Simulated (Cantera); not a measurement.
An isothermal, constant-pressure homogeneous reactor starts with NO : N2 = 1 : 0.82 (molar parts), at 1975 K and 63.8 Torr. Integrator tolerance rtol = 1e-08.

Cantera simulation using GRI-Mech 3.0 (53 species, 325 reactions); the numbers are that mechanism's predictions, not measurements.

**Question.** What does this change do: pressure from 63.8 Torr to 120 Torr?

**Answer.** 
```
quantity                                             before                                      after
----------------  -----------------------------------------  -----------------------------------------
x(NO) at 20.0 s      0.0257 (gas-phase equilibrium 0.00778)     0.0147 (gas-phase equilibrium 0.00779)
x(O) at 20.0 s    0.000973 (gas-phase equilibrium 0.000988)  0.000716 (gas-phase equilibrium 0.000720)
x(O2) at 20.0 s         0.261 (gas-phase equilibrium 0.270)        0.267 (gas-phase equilibrium 0.270)
x(N2) at 20.0 s         0.712 (gas-phase equilibrium 0.721)        0.718 (gas-phase equilibrium 0.721)
x(N2O) at 20.0 s    3.08e-7 (gas-phase equilibrium 1.22e-7)    2.20e-7 (gas-phase equilibrium 1.68e-7)
x(NO2) at 20.0 s    1.50e-5 (gas-phase equilibrium 4.62e-6)    1.19e-5 (gas-phase equilibrium 6.35e-6)
```

**Question.** What does this change do: pressure from 63.8 Torr to 10.00 Torr?

**Answer.** 
```json
[
 {"quantity": "x(NO) at 20.0 s", "before": "0.0257 (gas-phase equilibrium 0.00778)", "after": "0.165 (gas-phase equilibrium 0.00777)"},
 {"quantity": "x(O) at 20.0 s", "before": "0.000973 (gas-phase equilibrium 0.000988)", "after": "0.00213 (gas-phase equilibrium 0.00249)"},
 {"quantity": "x(O2) at 20.0 s", "before": "0.261 (gas-phase equilibrium 0.270)", "after": "0.191 (gas-phase equilibrium 0.269)"},
 {"quantity": "x(N2) at 20.0 s", "before": "0.712 (gas-phase equilibrium 0.721)", "after": "0.642 (gas-phase equilibrium 0.720)"},
 {"quantity": "x(N2O) at 20.0 s", "before": "3.08e-7 (gas-phase equilibrium 1.22e-7)", "after": "6.17e-6 (gas-phase equilibrium 4.83e-8)"},
 {"quantity": "x(NO2) at 20.0 s", "before": "1.50e-5 (gas-phase equilibrium 4.62e-6)", "after": "3.23e-5 (gas-phase equilibrium 1.82e-6)"}
]
```
Radical loss at walls, strong at low pressure, is not modelled.
